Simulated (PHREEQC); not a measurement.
Solution (25 °C): 96 mmol/kgw MgCl2 and 36 mmol/kgw K2SO4. Closed to the air; pH follows from the charge balance.

Model: Pitzer model, pitzer.dat, run in PHREEQC.

Precipitation was switched off in this run.

Estimate the activity of water, osmotic coefficient.

activity of water 0.994; osmotic coefficient 0.827.

Species that the database lacks are ignored.
